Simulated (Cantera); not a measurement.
Input: 1 mol Fe2O3, a varied amount of CH4, 0.1 mol CO, at 1275 °C and 7130 Torr.

Cantera equilibrium calculation (NASA polynomials, part measured and part estimated; ideal gas, pure solids and liquids). Candidate condensed phases: C, C6H6, C7H8, C8H18, Fe, Fe(CO)5, FeO, Fe(OH)2, Fe(OH)3, Fe2O3, Fe3O4, H2O; 114 gas species. Mutual solubility and eutectic melting of coexisting phases are not modelled. The tables' stoichiometric FeO is somewhat more stable than real wüstite, so its field is too wide. FeO: taken at fixed stoichiometry. Kinetics and transport are ignored.

x: gas mole fraction; n: condensed amount in mol.

```csv
n(CH4) (mol),x H2,x H2O,x CO,x CO2,n FeO(s),n Fe(γ)
0.39,0.260,0.354,0.259,0.126,2.00,0
0.67,0.442,0.193,0.315,0.0495,1.82,0.183
0.96,0.448,0.196,0.307,0.0483,1.31,0.688
1.2,0.451,0.198,0.304,0.0477,0.893,1.11
1.5,0.454,0.199,0.301,0.0472,0.369,1.63
1.8,0.477,…,0.305,…,0,2.00
2.1,0.540,0.116,0.319,0.0246,0,2.00
2.4,0.589,…,0.329,…,0,2.00
2.7,0.627,0.0312,0.335,0.00599,0,2.00
2.9,0.647,0.0112,0.338,0.00210,0,2.00
```

Some entries are withheld; supply them.


- 2.4, x H2O: 0.0687
- 2.4, x CO2: 0.0138
- 1.8, x H2O: 0.178
- 1.8, x CO2: 0.0407
